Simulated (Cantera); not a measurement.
Input: 1 mol SiCl4, 4.8 mol HCl, a varied amount of H2, equilibrated at 1425 K and 100000 Pa.

Method: chemical equilibrium by Gibbs-energy minimisation in Cantera with the NASA 1993 tables (ideal gas, pure condensed phases). Candidate condensed phases: Si; 19 gas species. The tables' values for SiCl3 are old estimates; treat these amounts as uncertain. Equilibrium is a limit: real reactors are often held back by kinetics, nucleation or transport.

x: gas mole fraction; nothing condenses.

```
n(H2) (mol)  x HCl    x H2  x SiCl4  x SiCl3  x SiHCl3   x SiCl2
-----------  -----  ------  -------  -------  --------  --------
0.38         0.780  0.0587    0.157  0.00300  0.000928  0.000225
0.51         0.764  0.0774    0.153  0.00342   0.00121  0.000301
0.68         0.745   0.101    0.148  0.00387   0.00157  0.000398
0.9          0.722   0.129    0.142  0.00434   0.00199  0.000522
1.2          0.692       …    0.134  0.00484         …         …
1.6          0.657       …    0.125  0.00535         …         …
2.1          0.617   0.257    0.115  0.00581   0.00376   0.00115
2.8          0.569   0.315    0.103  0.00626   0.00448   0.00149
3.7          0.518   0.377   0.0910  0.00661   0.00518   0.00189
4.9          0.464   0.444   0.0778  0.00686   0.00582   0.00238
6.5          0.407   0.512   0.0644  0.00695   0.00634   0.00295
8.6          0.352   0.579   0.0517  0.00686   0.00666   0.00358
```

**Question.** Complete the blanks.

**Answer.** 
- 1.2, x H2: 0.165
- 1.2, x SiHCl3: 0.00251
- 1.2, x SiCl2: 0.000686
- 1.6, x H2: 0.209
- 1.6, x SiHCl3: 0.00312
- 1.6, x SiCl2: 0.000898
